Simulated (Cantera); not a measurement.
## Ti(OiPr)4 + H2O + H2 (titanium nitride, carbide and oxide coatings)

Input: 1 mol Ti(OiPr)4, 7.8 mol H2O, a varied amount of H2, at 1198 K and 0.133 bar.

Cantera equilibrium calculation (NASA polynomials, part measured and part estimated; ideal gas, pure solids and liquids). Candidate condensed phases: C, C6H6, C7H8, C8H18, H2O, Ti, TiC, TiO, TiO2, Ti2O3, Ti3O5, Ti4O7; 113 gas species. The feed counts by its element totals alone. Condensed phases not in the tables: Magnéli phases beyond Ti4O7. Equilibrium is a limit: real reactors are often held back by kinetics, nucleation or transport.

```json
[
 {"n(H2) (mol)": "2.5", "log p H2": "-1.03", "log p CO": "-1.41", "log p CH4": "-3.85", "log p H2O": "-4.01", "n C(graphite)": "1.95", "n Ti4O7(s)": "0.250", "n Ti3O5(s)": "0"},
 {"n(H2) (mol)": "3.6", "log p H2": "-1.02", "log p CO": "-1.42", "log p CH4": "-3.84", "log p H2O": "-4.02", "n C(graphite)": "1.94", "n Ti4O7(s)": "0.250", "n Ti3O5(s)": "0"},
 {"n(H2) (mol)": "5.1", "log p H2": "-1.01", "log p CO": "-1.44", "log p CH4": "-3.82", "log p H2O": "-4.03", "n C(graphite)": "1.94", "n Ti4O7(s)": "0.250", "n Ti3O5(s)": "0"},
 {"n(H2) (mol)": "7.4", "log p H2": "-1.00", "log p CO": "-1.47", "log p CH4": "-3.80", "log p H2O": "-4.05", "n C(graphite)": "1.94", "n Ti4O7(s)": "0.250", "n Ti3O5(s)": "0"},
 {"n(H2) (mol)": "11", "log p H2": "-0.99", "log p CO": "-1.51", "log p CH4": "-3.78", "log p H2O": "-4.07", "n C(graphite)": "1.93", "n Ti4O7(s)": "0.250", "n Ti3O5(s)": "0"},
 {"n(H2) (mol)": "15", "log p H2": "-0.98", "log p CO": "-1.54", "log p CH4": "-3.76", "log p H2O": "-4.10", "n C(graphite)": "1.92", "n Ti4O7(s)": "0.250", "n Ti3O5(s)": "0"},
 {"n(H2) (mol)": "22", "log p H2": "-0.97", "log p CO": "-1.60", "log p CH4": "-3.73", "log p H2O": "-4.15", "n C(graphite)": "1.91", "n Ti4O7(s)": "0.250", "n Ti3O5(s)": "0"},
 {"n(H2) (mol)": "32", "log p H2": "-0.95", "log p CO": "-1.68", "log p CH4": "-3.70", "log p H2O": "-4.21", "n C(graphite)": "1.89", "n Ti4O7(s)": "0.250", "n Ti3O5(s)": "0"},
 {"n(H2) (mol)": "46", "log p H2": "-0.94", "log p CO": "-1.76", "log p CH4": "-3.67", "log p H2O": "-4.28", "n C(graphite)": "1.86", "n Ti4O7(s)": "0.250", "n Ti3O5(s)": "0"},
 {"n(H2) (mol)": "66", "log p H2": "-0.92", "log p CO": "-1.86", "log p CH4": "-3.64", "log p H2O": "-4.36", "n C(graphite)": "1.82", "n Ti4O7(s)": "0.250", "n Ti3O5(s)": "0"},
 {"n(H2) (mol)": "95", "log p H2": "-0.91", "log p CO": "-1.98", "log p CH4": "-3.62", "log p H2O": "-4.46", "n C(graphite)": "1.76", "n Ti4O7(s)": "0.250", "n Ti3O5(s)": "0"},
 {"n(H2) (mol)": "140", "log p H2": "-0.90", "log p CO": "-2.11", "log p CH4": "-3.60", "log p H2O": "-4.59", "n C(graphite)": "1.66", "n Ti4O7(s)": "0.250", "n Ti3O5(s)": "0"},
 {"n(H2) (mol)": "200", "log p H2": "-0.90", "log p CO": "-2.24", "log p CH4": "-3.59", "log p H2O": "-4.71", "n C(graphite)": "1.45", "n Ti4O7(s)": "0", "n Ti3O5(s)": "0.333"}
]
```
log p: log10 of the partial pressure in bar; n: condensed amount in mol.

From 2.5 mol H2 to 140 mol H2 the condensed part is C(graphite) + Ti4O7(s). At 200 mol H2 the condensed part is C(graphite) + Ti3O5(s).
